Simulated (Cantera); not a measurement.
Cu₂O + H₂ + H₂O (hydrogen reduction and annealing atmospheres)

Input: 1 mol Cu₂O, 4.1 mol H₂, 0.36 mol H₂O, at 13.0 Pa.

These are equilibrium values from Cantera (NASA tables, ideal gas, pure condensed phases), not measurements of a reactor. Candidate condensed phases: Cu, CuO, Cu(OH)₂, Cu₂O, H₂O; 12 gas species. Rates play no part.

From 1548 K to 1598 K the condensed part is Cu(l). From 1623 K to 1798 K nothing is condensed. The main Cu-bearing gas is Cu throughout.

```json
[
 {"T (K)": "1548", "x H₂": "0.597", "x Cu": "0.138", "x H₂O": "0.262", "x H": "0.00209", "x OH": "3.06e-5", "x Cu₂": "7.32e-5", "n Cu(l)": "1.28"},
 {"T (K)": "1573", "x H₂": "0.551", "x Cu": "0.204", "x H₂O": "0.242", "x H": "0.00265", "x OH": "4.20e-5", "x Cu₂": "0.000125", "n Cu(l)": "0.854"},
 {"T (K)": "1598", "x H₂": "0.486", "x Cu": "0.297", "x H₂O": "0.214", "x H": "0.00325", "x OH": "5.57e-5", "x Cu₂": "0.000210", "n Cu(l)": "0.109"},
 {"T (K)": "1623", "x H₂": "0.477", "x Cu": "0.309", "x H₂O": "0.210", "x H": "0.00419", "x OH": "7.72e-5", "x Cu₂": "0.000181", "n Cu(l)": "0"},
 {"T (K)": "1648", "x H₂": "0.476", "x Cu": "0.308", "x H₂O": "0.210", "x H": "0.00539", "x OH": "0.000107", "x Cu₂": "0.000145", "n Cu(l)": "0"},
 {"T (K)": "1673", "x H₂": "0.475", "x Cu": "0.308", "x H₂O": "0.210", "x H": "0.00688", "x OH": "0.000146", "x Cu₂": "0.000118", "n Cu(l)": "0"},
 {"T (K)": "1698", "x H₂": "0.474", "x Cu": "0.308", "x H₂O": "0.209", "x H": "0.00873", "x OH": "0.000198", "x Cu₂": "9.55e-5", "n Cu(l)": "0"},
 {"T (K)": "1723", "x H₂": "0.472", "x Cu": "0.308", "x H₂O": "0.209", "x H": "0.0110", "x OH": "0.000267", "x Cu₂": "7.80e-5", "n Cu(l)": "0"},
 {"T (K)": "1748", "x H₂": "0.470", "x Cu": "0.307", "x H₂O": "0.209", "x H": "0.0137", "x OH": "0.000356", "x Cu₂": "6.40e-5", "n Cu(l)": "0"},
 {"T (K)": "1773", "x H₂": "0.467", "x Cu": "0.307", "x H₂O": "0.208", "x H": "0.0171", "x OH": "0.000471", "x Cu₂": "5.28e-5", "n Cu(l)": "0"},
 {"T (K)": "1798", "x H₂": "0.465", "x Cu": "0.306", "x H₂O": "0.208", "x H": "0.0210", "x OH": "0.000618", "x Cu₂": "4.38e-5", "n Cu(l)": "0"}
]
```
x: gas mole fraction; n: condensed amount in mol.
